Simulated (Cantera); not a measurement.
An adiabatic, constant-pressure homogeneous reactor starts with CH4 : O2 : N2 = 1 : 1.33 : 5.01 (molar parts), at 1798 K and 540 Torr. Integrator tolerance rtol = 1e-08.

Detailed kinetics in Cantera: GRI-Mech 3.0 (53 species, 325 reactions).

Q: What does this change do: constant volume in place of constant pressure?

A: 
| quantity | before | after |
|---|---|---|
| time of steepest temperature rise | 0.164 ms | 0.152 ms |
| temperature at 0.300 s | 2811 K | 2969 K |
| equilibrium temperature | 2811 K | 2969 K |
| x(CH4) at 0.300 s | <1e-12 (gas-phase equilibrium <1e-12) | <1e-12 (gas-phase equilibrium <1e-12) |
| x(O2) at 0.300 s | 0.00279 (gas-phase equilibrium 0.00279) | 0.00393 (gas-phase equilibrium 0.00393) |
| x(NO) at 0.300 s | 0.00379 (gas-phase equilibrium 0.00379) | 0.00550 (gas-phase equilibrium 0.00550) |
| x(H2) at 0.300 s | 0.0746 (gas-phase equilibrium 0.0746) | 0.0761 (gas-phase equilibrium 0.0761) |
| x(C2H4) at 0.300 s | <1e-12 (gas-phase equilibrium <1e-12) | <1e-12 (gas-phase equilibrium <1e-12) |
| x(H2O) at 0.300 s | 0.146 (gas-phase equilibrium 0.146) | 0.137 (gas-phase equilibrium 0.137) |
